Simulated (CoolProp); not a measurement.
Values from CoolProp's reference Helmholtz-energy equation of state, Akasaka 2019.

For R1234ze(Z), give the phase and the cp (kJ/(kg K)), Joule-Thomson coefficient (K/MPa) at 333.8 K and 0.0942 MPa; 333.8 K and 5.3 MPa.


- 333.8 K and 0.0942 MPa: gas; cp 0.910, Joule-Thomson coefficient 26.0
- 333.8 K and 5.3 MPa: liquid; cp 1.35, Joule-Thomson coefficient -0.115
